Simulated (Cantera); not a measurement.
A closed system holds: 1 mol Cu2O, 13 mol CO, at 23.0 Pa.

Equilibrium computed with Cantera from the NASA thermochemical tables; the gas is ideal and each condensed phase is pure. Candidate condensed phases: C, Cu, CuO, Cu2O; 15 gas species. Equilibrium is a limit: real reactors are often held back by kinetics, nucleation or transport. All values below are at 2598 K.

Base state: CO 0.812, Cu 0.126, O 0.0534, CO2 0.00712, O2 0.00123 (mole fractions); condensed: gas only.

What changes in the equilibrium state with this change: Cu2O replaced by Fe2O3?


| species | before | after |
|---|---|---|
| CO | 0.812 | 0.724 |
| O | 0.0534 | 0.137 |
| Fe | 0 | 0.113 |
| Cu | 0.126 | 0 |
| CO2 | 0.00712 | 0.0163 |
| FeO | 0 | 0.000979 |
| O2 | 0.00123 | 0.00815 |
Further candidate phases: Fe, Fe(CO)5, FeO, Fe2O3, Fe3O4.

What changes in the equilibrium state with this change: Cu2O replaced by TiO2?


```json
[
 {"species": "CO", "before": "0.812", "after": "0.889"},
 {"species": "TiO", "before": "0", "after": "0.0419"},
 {"species": "O", "before": "0.0534", "after": "0.0361"},
 {"species": "Cu", "before": "0.126", "after": "0"},
 {"species": "TiO2", "before": "0", "after": "0.0266"},
 {"species": "Ti", "before": "0", "after": "0.000253"},
 {"species": "O2", "before": "0.00123", "after": "0.000562"},
 {"species": "CO2", "before": "0.00712", "after": "0.00526"}
]
```
Further candidate phases: Ti, TiC, TiO, TiO2, Ti2O3, Ti3O5, Ti4O7.
